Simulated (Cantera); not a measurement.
Feed: 1 mol B2O3, a varied amount of NH3, 0.78 mol H2, held at 1800 K and 1.80 mbar.

Cantera equilibrium calculation (NASA polynomials, part measured and part estimated; ideal gas, pure solids and liquids). Candidate condensed phases: B, BN, B2O3, B3O3H3, H2O; 39 gas species. The numbers say what is thermodynamically allowed, not how fast it happens.

**Question.** At 9.8 mol NH3, list the 4 most abundant gas species with their mole fractions, and the condensed phases.

**Answer.** H2 0.692, N2 0.228, HBO2 0.0241, HBO 0.0202. Condensed: gas only.
